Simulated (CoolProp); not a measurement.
A single-stage vapour-compression cycle with fluoroethane (R161): evaporating at 251.15 K (dew point), condensing at 315.15 K (bubble point), superheat 8 K, subcooling 0 K, compressor efficiency 0.65, no pressure losses. Each further row changes one setting.

Computed with CoolProp (reference Helmholtz-energy equation of state, Wu 2012).

| case | cooling COP | pressure ratio | discharge temperature (K) | refrigerating effect (kJ/kg) | volumetric capacity (kJ/m³) |
|---|---|---|---|---|---|
| as stated | 1.88 | 7.27 | 382.7 | 276 | 1270 |
| evaporating temperature 256.15 K | 2.13 | [?] | 376.4 | [?] | [?] |
| condensing temperature 310.15 K | [?] | 6.43 | 374.9 | 288 | 1330 |
| subcooling 5 K | 1.97 | 7.27 | 382.7 | 288 | 1330 |
| superheat 18 K | 1.88 | 7.27 | 393.8 | 287 | 1270 |
| compressor efficiency 0.55 | 1.59 | 7.27 | 398.7 | 276 | 1270 |

### Question
Complete the blanks.

### Answer

- evaporating temperature 256.15 K, pressure ratio: 5.99
- evaporating temperature 256.15 K, refrigerating effect (kJ/kg): 280
- evaporating temperature 256.15 K, volumetric capacity (kJ/m³): 1550
- condensing temperature 310.15 K, cooling COP: 2.11
